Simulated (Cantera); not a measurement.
Cantera run:

```python
import numpy as np
import cantera as ct

gas_names = """
    C CN CO CO2 C2 CCN CNC C2N2 C2O C3 C3O2 C4 C4N2 C5 N NCO NO NO2 NO3 N2 N2O O O2 O3 Si SiC SiC2 SiN
    SiO SiO2 Si2 Si2C Si2N Si3
""".split()
cond_names = """
    C(gr) Si(cr) Si(L) SiC(b) SiO2(Lqz) SiO2(hqz) SiO2(L) Si2N2O(s) Si3N4(a)
""".split()


# ... load() reads the species with a 1 bar reference pressure and builds the phases ...
atoms = {
    'SiC': {'Si': 1, 'C': 1},
    'O2': {'O': 2},
    'N2': {'N': 2},
}
top_T = {'C(gr)': 4500, 'SiC(b)': 3050, 'Si2N2O(s)': 2100, 'Si3N4(a)': 2400}  # K; cautious upper limits of use, not melting points


# ... equilibrate(T, P, feed) seeds the gas with the atoms and calls Mixture.equilibrate('TP', solver="vcs", rtol=1e-11, max_steps=5000) ...
results = []
feed = {'SiC': 1, 'O2': 0.37, 'N2': 1.5}  # mol
P = 0.62  # Pa
for T in [1600, 1650, 1700, 1750, 1800, 1850, 1900, 1950, 2000, 2050]:
    mix = equilibrate(T, P, feed)
    results.append((T, P, feed, dict(zip(mix.species_names, mix.species_moles))))

top = {s: max(r[3][s] / sum(r[3][g] for g in gas_names) for r in results) for s in gas_names}
cols = sorted((s for s in top if top[s] > 0.001), key=lambda s: -top[s])[:6]
seen = [c for c in cond_names if any(r[3].get(c, 0) > 1e-12 for r in results)]
print("log10 of partial pressures in bar; condensed amounts in mol")
print(f"{'T/K':>10s}" + "".join(f"{s[:9]:>10s}" for s in cols + seen))
for T, P, feed, n in results:
    ng = sum(n[g] for g in gas_names)
    print(f"{T:10.4g}" + "".join(f"{np.log10(max(n[s] / ng * P / 1e5, 1e-99)):10.3f}" for s in cols)
          + "".join(f"{n.get(c, 0):10.4g}" for c in seen))
```

It prints:

```
log10 of partial pressures in bar; condensed amounts in mol
       T/K        N2        Si        CO       SiO      SiC2      Si2C     C(gr)    SiC(b)
      1600    -5.383    -7.725    -5.987    -5.995   -12.664   -10.223         0    0.6265
      1650    -5.386    -7.260    -5.982    -6.006   -11.949    -9.614         0    0.6198
      1700    -5.392    -6.835    -5.969    -6.033   -11.264    -9.055         0    0.6024
      1750    -5.407    -6.463    -5.943    -6.101   -10.592    -8.556         0    0.5623
      1800    -5.433    -6.164    -5.901    -6.251    -9.905    -8.138         0    0.4854
      1850    -5.468    -5.961    -5.855    -6.547    -9.177    -7.823         0    0.3778
      1900    -5.493    -5.862    -5.827    -7.029    -8.394    -7.618         0    0.2886
      1950    -5.506    -5.829    -5.820    -7.627    -7.591    -7.485         0    0.2308
      2000    -5.539    -5.752    -5.849    -8.009    -7.135    -7.444    0.1698         0
      2050    -5.540    -5.750    -5.849    -8.286    -7.034    -7.677    0.1543         0
```

Method: chemical equilibrium by Gibbs-energy minimisation in Cantera with the NASA 1993 tables (ideal gas, pure condensed phases). The tables' values for SiN are old estimates; treat these amounts as uncertain.
